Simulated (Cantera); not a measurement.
An isothermal, constant-pressure homogeneous reactor starts with CH4 : H2O = 1 : 0.94 (molar parts), at 2000 K and 2100000 Pa.

Model: GRI-Mech 3.0 (53 species, 325 reactions), integrated in Cantera. The pressure lies above the range GRI-Mech 3.0 was tuned for (to about 10 atm).

Q: Predict: x(CH4) at 100 s; x(H2O) at 100 s; x(CH2CO) at 100 s; x(C2H2) at 100 s; x(C2H4) at 100 s; x(CO2) at 100 s.

A: 
| Item | Value |
|---|---|
| x(CH4) at 100 s | 0.0102 (gas-phase equilibrium 0.0102) |
| x(H2O) at 100 s | 0.000200 (gas-phase equilibrium 0.000210) |
| x(CH2CO) at 100 s | 1.27e-6 (gas-phase equilibrium 1.28e-6) |
| x(C2H2) at 100 s | 0.00250 (gas-phase equilibrium 0.00250) |
| x(C2H4) at 100 s | 0.000261 (gas-phase equilibrium 0.000261) |
| x(CO2) at 100 s | 1.44e-5 (gas-phase equilibrium 1.52e-5) |
